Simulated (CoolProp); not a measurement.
Vapour-liquid equilibrium of n-decane (1) + n-dodecane (2) at 299.25 °C; x and y are mole fractions of (1).

The numbers come from the multi-fluid Helmholtz-energy mixture model, Lemmon 2006 and Lemmon 2004; pair parameters Bell 2016 in CoolProp.

```tsv
x	bubble pressure (bar)	y at the bubble point	dew pressure at overall composition x (bar)	liquid density (mol/L)
0.05	5.469	0.081	5.373	2.969
0.15	5.977	0.229	5.695	2.995
0.25	6.511	0.359	6.059	3.021
0.35	7.066	0.474	6.471	3.045
0.45	7.642	0.577	6.942	3.069
0.55	8.236	0.669	7.483	3.091
0.65	8.847	0.753	8.106	3.111
0.75	9.476	0.829	8.827	3.129
0.85	10.12	0.900	9.659	3.145
0.95	10.80	0.968	10.62	3.158
```

No azeotrope shows between x = 0.05 and 0.95.

Pair parameters are fitted to limited data, so mixtures are less certain than the pure fluids.
